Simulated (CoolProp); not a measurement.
Vapour-liquid equilibrium of fluoroethane (R161) (1) + R227EA (2) at 0.0165 MPa; x and y are mole fractions of (1).

Model: multi-fluid Helmholtz-energy mixture model, Wu 2012 and Lemmon 2016; pair parameters Bell 2016, in CoolProp.

Q: Give the bubble temperature and the first vapour's composition at x = 0.35, 0.65, 0.95. Is there an azeotrope?

A: x = 0.35: 215.8 K, y = 0.609; x = 0.65: 208.2 K, y = 0.899; x = 0.95: 203.1 K, y = 0.991. No azeotrope shows between x = 0.05 and 0.95.

Pair parameters are fitted to limited data, so mixtures are less certain than the pure fluids.
